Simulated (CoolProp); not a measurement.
The fluid at 293.15 K and 0.669 MPa flows at 0.11 m/s in a round tube of 20 mm bore and 0.25 µm roughness, fully developed (64/Re and Nu = 3.66 if laminar; Colebrook and Gnielinski if turbulent). The same conditions are run with several fluids, on thermodynamics alone (safety and materials aside).

Values from CoolProp's reference Helmholtz-energy equation of state of each fluid (R22: Kamei 1995; sulfur hexafluoride: Guder 2009; R507A: Lemmon 2003; nitrogen: Span 2000; R13: Platzer 1990). The equations of Platzer and Polt are older, rougher fits. Blends and air are pseudo-pure fits.

```
fluid                Reynolds number  Darcy friction factor  pressure drop (Pa/m)  heat-transfer coefficient (W/(m² K))  mass flow (kg/h)
-------------------  ---------------  ---------------------  --------------------  ------------------------------------  ----------------
R22                             4320                 0.0390                 0.316                                  8.93              3.33
sulfur hexafluoride              [?]                 0.0349                 0.463                                   [?]              5.44
R507A                           5610                    [?]                 0.340                                   [?]              3.86
nitrogen                         [?]                 0.0667                 0.155                                   [?]               [?]
R13                             4760                 0.0380                 0.353                                   [?]              3.82
```

What belongs in the gaps?


- sulfur hexafluoride, Reynolds number: 6360
- sulfur hexafluoride, heat-transfer coefficient (W/(m² K)): 13.8
- R507A, Darcy friction factor: 0.0362
- R507A, heat-transfer coefficient (W/(m² K)): 13.5
- nitrogen, Reynolds number: 960
- nitrogen, heat-transfer coefficient (W/(m² K)): 4.70
- nitrogen, mass flow (kg/h): 0.958
- R13, heat-transfer coefficient (W/(m² K)): 9.90

Transport values come from each fluid's own correlations; those of R22, R13 are estimates that may be off by 10 % or more.
